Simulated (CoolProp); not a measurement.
Tetrahydrofuran at 298.15 K and 0.013 MPa is compressed adiabatically to 0.0428 MPa with isentropic efficiency 0.7. Each further row changes one setting.

The numbers come from the reference Helmholtz-energy equation of state, Fiedler 2023 in CoolProp.

```
case             work (kJ/kg)  final temperature (K)  final density (kg/m³)
---------------  ------------  ---------------------  ---------------------
as stated                61.8                  351.6                   1.07
efficiency 1             43.3                  336.9                   1.12
efficiency 0.65          66.6                  355.2                   1.06
```
